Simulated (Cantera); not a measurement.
# Dilute partial oxidation

A perfectly stirred reactor is fed with 1.28 % CH₄, 0.335 % O₂, 98.4 % N₂, equivalence ratio 7.6, at 1.00 atm; it is held at 1423 K, and followed from long to short residence time.

Model: GRI-Mech 3.0 (53 species, 325 reactions), integrated in Cantera. GRI-Mech 3.0 stops at C3 and has no aromatics, soot or wall deposition, so with more carbon than oxygen in the feed, carbon stays in small species such as C2H2 where larger ones or solid carbon would form.

| τ (s) | x CH₄ | x O₂ | x OH | x H₂O₂ | x H₂O |
|---|---|---|---|---|---|
| 21 | 0.00412 | 4.30e-5 | 5.36e-9 | 1.38e-11 | 0.00345 |
| 4.5 | 0.00586 | 0.000181 | 8.66e-9 | 4.24e-11 | 0.00358 |
| 0.95 | 0.00757 | 0.000636 | 1.61e-8 | 1.16e-10 | 0.00316 |
| 0.20 | 0.00993 | 0.00198 | 2.47e-8 | 2.94e-10 | 0.00166 |
| 0.042 | 0.0125 | 0.00325 | 6.33e-9 | 2.51e-10 | 0.000107 |
| 0.0089 | 0.0128 | 0.00334 | 2.02e-9 | 1.58e-10 | 7.27e-6 |
| 0.0019 | 0.0128 | 0.00334 | 8.49e-10 | 1.63e-10 | 6.52e-7 |
x: mole fraction; the columns are a selection and need not sum to one.
